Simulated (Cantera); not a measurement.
Feed: 1 mol CCl4, 1.4 mol Si, 7.8 mol H2, equilibrated at 1500 K and 0.100 bar.

These are equilibrium values from Cantera (NASA tables, ideal gas, pure condensed phases), not measurements of a reactor. Candidate condensed phases: C, C6H6, C7H8, C8H18, Si, SiC; 109 gas species. The tables' values for SiCl3 are old estimates; treat these amounts as uncertain. Kinetics and transport are ignored.

Base state: H2 0.651, HCl 0.307, SiCl2 0.0251, SiCl3 0.00751, SiCl4 0.00715, SiHCl3 0.00157, SiH2Cl2 5.49e-5, H 4.49e-5 (mole fractions); condensed: SiC(s).

Question: What changes in the equilibrium state with this change: CCl4 replaced by C2F6?

Answer: 
```json
[
 {"species": "H2", "before": "0.651", "after": "0.804"},
 {"species": "SiF4", "before": "0", "after": "0.145"},
 {"species": "HF", "before": "0", "after": "0.0466"},
 {"species": "HCl", "before": "0.307", "after": "0"},
 {"species": "SiCl2", "before": "0.0251", "after": "0"},
 {"species": "SiCl3", "before": "0.00751", "after": "0"},
 {"species": "SiCl4", "before": "0.00715", "after": "0"},
 {"species": "SiC(s), mol", "before": "1.000", "after": "0"},
 {"species": "C(graphite), mol", "before": "0", "after": "2.00"}
]
```
The feed counts by its element totals alone. The tables' values for SiF3, SiF2 are old estimates; treat these amounts as uncertain.
